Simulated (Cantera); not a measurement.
A Cantera script and what it prints.

```python
import numpy as np
import cantera as ct

gas_names = """
    CL CL2 H HCL H2 N NH NH2 NH3 N2 N2H2 N2H4 Si SiCL SiCL2 SiCL3 SiCL4 SiH SiHCL3 SiH2 SiH2CL2 SiH3
    SiH3CL SiH4 SiN Si2 Si2N Si3
""".split()
cond_names = """
    NH4CL(a) NH4CL(b) Si(cr) Si(L) Si3N4(a)
""".split()


# ... load() reads the species with a 1 bar reference pressure and builds the phases ...
atoms = {
    'Si': {'Si': 1},
    'HCl': {'H': 1, 'CL': 1},
    'N2': {'N': 2},
}
top_T = {'Si3N4(a)': 2400}  # K; cautious upper limits of use, not melting points


# ... equilibrate(T, P, feed) seeds the gas with the atoms and calls Mixture.equilibrate('TP', solver="vcs", rtol=1e-11, max_steps=5000) ...
results = []
feed = {'Si': 1, 'HCl': 28, 'N2': 1}  # mol
P = 133.322  # Pa
for T in [725, 800, 875, 950, 1025, 1100, 1175, 1250, 1325, 1400, 1475]:
    mix = equilibrate(T, P, feed)
    results.append((T, P, feed, dict(zip(mix.species_names, mix.species_moles))))

top = {s: max(r[3][s] / sum(r[3][g] for g in gas_names) for r in results) for s in gas_names}
cols = sorted((s for s in top if top[s] > 0.0001), key=lambda s: -top[s])[:7]
seen = [c for c in cond_names if any(r[3].get(c, 0) > 1e-12 for r in results)]
print("log10 of partial pressures in bar; condensed amounts in mol")
print(f"{'T/K':>10s}" + "".join(f"{s[:9]:>10s}" for s in cols + seen))
for T, P, feed, n in results:
    ng = sum(n[g] for g in gas_names)
    print(f"{T:10.4g}" + "".join(f"{np.log10(max(n[s] / ng * P / 1e5, 1e-99)):10.3f}" for s in cols)
          + "".join(f"{n.get(c, 0):10.4g}" for c in seen))
```

Result:

```
log10 of partial pressures in bar; condensed amounts in mol
       T/K       HCL        H2        N2     SiCL4     SiCL2     SiCL3        CL
       725    -2.942    -4.021    -4.322    -4.322   -14.864   -10.787   -13.921
       800    -2.942    -4.021    -4.322    -4.322   -12.821    -9.594   -12.454
       875    -2.942    -4.021    -4.322    -4.322   -11.135    -8.610   -11.236
       950    -2.942    -4.021    -4.322    -4.323    -9.721    -7.783   -10.207
      1025    -2.942    -4.022    -4.322    -4.323    -8.520    -7.081    -9.328
      1100    -2.942    -4.022    -4.322    -4.326    -7.489    -6.479    -8.566
      1175    -2.942    -4.026    -4.323    -4.336    -6.603    -5.964    -7.899
      1250    -2.941    -4.036    -4.323    -4.365    -5.857    -5.539    -7.307
      1325    -2.938    -4.064    -4.325    -4.445    -5.273    -5.226    -6.769
      1400    -2.935    -4.117    -4.328    -4.607    -4.876    -5.055    -6.273
      1475    -2.931    -4.180    -4.332    -4.856    -4.640    -5.014    -5.819
```

Cantera equilibrium calculation (NASA polynomials, part measured and part estimated; ideal gas, pure solids and liquids). The tables' values for SiCl3 are old estimates; treat these amounts as uncertain.
